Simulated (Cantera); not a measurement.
Thermodynamics of carbothermic reduction, feed TiO2 + C + CO

A closed system holds: 1 mol TiO2, 2.3 mol C, 2.9 mol CO, held at 1.35 Torr.

These are equilibrium values from Cantera (NASA tables, ideal gas, pure condensed phases), not measurements of a reactor. Candidate condensed phases: C, Ti, TiC, TiO, TiO2, Ti2O3, Ti3O5, Ti4O7; 15 gas species. Mutual solubility and eutectic melting of coexisting phases are not modelled. TiC, TiO: taken at fixed stoichiometry. Condensed phases not in the tables: solid solutions among these carbides, nitrides and lower oxides. Kinetics and transport are ignored.

From 1498 K to 1748 K the condensed part is TiC(s) + Ti2O3(s). From 1798 K to 1998 K the condensed part is TiC(s) + TiO(s). From 2048 K to 2098 K the condensed part is TiC(s) + TiO(l).

```csv
T (K),x CO,x TiO,x Ti,x CO2,x TiO2,x O,n TiC(s),n Ti2O3(s),n TiO(s),n TiO(l)
1498,1.000,1.69e-9,1.83e-11,2.38e-5,6.88e-11,<1e-12,0.720,0.140,0,0
1548,1.000,9.11e-9,1.46e-10,2.31e-5,2.93e-10,<1e-12,0.720,0.140,0,0
1598,1.000,4.40e-8,1.03e-9,2.25e-5,1.14e-9,3.43e-12,0.720,0.140,0,0
1648,1.000,1.93e-7,6.37e-9,2.19e-5,4.04e-9,1.13e-11,0.720,0.140,0,0
1698,1.000,7.72e-7,3.55e-8,2.14e-5,1.33e-8,3.49e-11,0.720,0.140,0,0
1748,1.000,2.85e-6,1.79e-7,2.09e-5,4.08e-8,1.01e-10,0.720,0.140,0,0
1798,1.000,9.17e-6,7.96e-7,1.99e-5,1.07e-7,2.66e-10,0.650,0,0.350,0
1848,1.000,2.52e-5,3.12e-6,1.81e-5,2.32e-7,6.36e-10,0.650,0,0.350,0
1898,1.000,6.55e-5,1.14e-5,1.66e-5,4.79e-7,1.45e-9,0.650,0,0.350,0
1948,1.000,0.000162,3.86e-5,1.52e-5,9.50e-7,3.18e-9,0.650,0,0.349,0
1998,0.999,0.000380,0.000123,1.40e-5,1.82e-6,6.68e-9,0.650,0,0.348,0
2048,0.999,0.000829,0.000365,1.28e-5,3.20e-6,1.33e-8,0.649,0,0,0.345
2098,0.997,0.00169,0.00101,1.15e-5,5.24e-6,2.53e-8,0.648,0,0,0.340
```
x: gas mole fraction; n: condensed amount in mol.
